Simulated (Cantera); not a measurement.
A Cantera script and its output.

```python
import numpy as np
import cantera as ct

gas = ct.Solution("gri30.yaml")
gas.TPX = 325, 101325, {'CO': 1, 'H2': 0.05, 'CH4': 0.35, 'O2': 0.721, 'N2': 3.53}
inlet = ct.Reservoir(gas, clone=True)
gas.equilibrate("HP")  # start burning
reactor = ct.IdealGasConstPressureReactor(gas, energy="on", clone=False)
exhaust = ct.Reservoir(gas, clone=True)
tau = [0.22, 0.097, 0.043, 0.019, 0.0082, 0.0036, 0.0016, 0.00069, 0.0003, 0.00013, 5.8e-05][0]
for a, b in ((inlet, reactor), (reactor, exhaust)):
    ct.MassFlowController(a, b, mdot=lambda t: reactor.mass / tau)
net = ct.ReactorNet([reactor])
show = ['CO', 'H2', 'CH4', 'OH', 'NO2']

rows = []
print(f"{'tau/s':>10s}{'T/K':>9s}" + "".join(f"{s:>11s}" for s in show))
for tau in [0.22, 0.097, 0.043, 0.019, 0.0082, 0.0036, 0.0016, 0.00069, 0.0003, 0.00013, 5.8e-05]:
    net.initial_time = 0.0
    net.advance(30 * tau)
    before = gas.X
    net.advance(40 * tau)
    drift = np.max(np.abs(gas.X - before) / (gas.X + 1e-9))
    rows.append([gas.T, *gas[show].X, drift])
    print(f"{tau:10.3e}{gas.T:9.1f}" + "".join(f"{x:11.3e}" for x in gas[show].X))
```

Output:

```
     tau/s      T/K         CO         H2        CH4         OH        NO2
 2.200e-01   1814.4  1.420e-01  3.573e-02  2.742e-04  6.035e-05  1.390e-10
 9.700e-02   1811.8  1.421e-01  3.562e-02  2.684e-04  9.070e-05  2.183e-10
 4.300e-02   1807.7  1.423e-01  3.559e-02  2.234e-04  1.499e-04  3.111e-10
 1.900e-02   1801.4  1.425e-01  3.551e-02  1.839e-04  2.559e-04  4.042e-10
 8.200e-03   1792.2  1.427e-01  3.525e-02  1.901e-04  4.044e-04  5.187e-10
 3.600e-03   1779.1  1.431e-01  3.477e-02  2.433e-04  5.770e-04  6.570e-10
 1.600e-03   1759.8  1.442e-01  3.400e-02  3.564e-04  7.705e-04  8.026e-10
 6.900e-04   1727.0  1.468e-01  3.270e-02  6.037e-04  9.757e-04  9.215e-10
 3.000e-04    325.0  1.770e-01  8.848e-03  6.194e-02 -2.188e-29 -6.306e-20
 1.300e-04    325.0  1.770e-01  8.848e-03  6.194e-02 -7.956e-33 -2.841e-23
 5.800e-05    325.0  1.770e-01  8.848e-03  6.194e-02 -4.637e-34 -1.795e-24
```

Model: GRI-Mech 3.0 (53 species, 325 reactions), integrated in Cantera.
